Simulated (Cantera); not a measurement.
A Cantera script and what it prints.

```python
import numpy as np
import cantera as ct

gas_names = """
    N N2 Si SiN Si2 Si2N Si3
""".split()
cond_names = """
    Si(cr) Si(L) Si3N4(a)
""".split()


# ... load() reads the species with a 1 bar reference pressure and builds the phases ...
atoms = {
    'Si3N4': {'Si': 3, 'N': 4},
    'Si': {'Si': 1},
    'N2': {'N': 2},
}
top_T = {'Si3N4(a)': 2400}  # K; cautious upper limits of use, not melting points


# ... equilibrate(T, P, feed) seeds the gas with the atoms and calls Mixture.equilibrate('TP', solver="vcs", rtol=1e-11, max_steps=5000) ...
results = []
feed = {'Si3N4': 1, 'Si': 0.015, 'N2': 0.04}  # mol
T = 2750  # K
P = 4.7  # Pa
mix = equilibrate(T, P, feed)
results.append((T, P, feed, dict(zip(mix.species_names, mix.species_moles))))
x = sorted(zip(gas.X, gas.species_names), reverse=True)
print(f"T = {T:g} K  P = {P:g} Pa  gas = {mix.phase_moles(0):.4g} mol")
print("   x: " + "  ".join(f"{s} {v:.3e}" for v, s in x if v > 1e-05))
print("   condensed (mol): " + ("  ".join(f"{mix.phase(i).name} {mix.phase_moles(i):.4g}"
      for i in range(1, mix.n_phases) if mix.phase_moles(i) > 1e-12) or "none"))
```

Output:

```
T = 2750 K  P = 4.7 Pa  gas = 5.055 mol
   x: Si 5.962e-01  N2 4.034e-01  N 2.225e-04  SiN 1.858e-04  Si2 2.398e-05
   condensed (mol): none
```

Cantera equilibrium calculation (NASA polynomials, part measured and part estimated; ideal gas, pure solids and liquids). The tables' values for SiN are old estimates; treat these amounts as uncertain.
